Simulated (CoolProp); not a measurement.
Vapour-liquid equilibrium of R152A (1) + n-pentane (2) at 290.7 K; x and y are mole fractions of (1).

Model: multi-fluid Helmholtz-energy mixture model, Outcalt 1996 and Thol 2019; pair parameters Bell 2016, in CoolProp.

```csv
x,bubble pressure (MPa),y at the bubble point,dew pressure at overall composition x (MPa),liquid density (mol/L)
0.05,0.1274,[?],0.05412,8.865
0.125,[?],0.770,0.05874,[?]
0.2,0.2747,0.826,0.06422,[?]
0.275,0.3162,0.854,0.07081,9.624
0.35,0.3447,0.870,0.07889,9.909
0.425,[?],0.881,0.08902,10.22
0.5,0.3797,0.890,0.1021,10.55
0.575,0.3923,0.897,0.1196,10.91
0.65,0.4043,0.905,0.1443,[?]
0.725,0.4170,0.915,0.1815,11.75
0.8,0.4310,0.928,0.2430,12.24
0.875,0.4468,0.947,0.3535,12.80
0.95,0.4638,0.974,[?],13.43
```

**Question.** Fill in the missing entries.

**Answer.** 
- 0.05, y at the bubble point: 0.602
- 0.125, bubble pressure (MPa): 0.2141
- 0.125, liquid density (mol/L): 9.104
- 0.2, liquid density (mol/L): 9.356
- 0.425, bubble pressure (MPa): 0.3646
- 0.65, liquid density (mol/L): 11.31
- 0.95, dew pressure at overall composition x (MPa): 0.4488

No azeotrope shows between x = 0.05 and 0.95.

The pair parameters rest on a limited set of measurements; away from them the model extrapolates. With so large a gap from Raoult's law the liquid may split in two, which this calculation doesn't test in full.
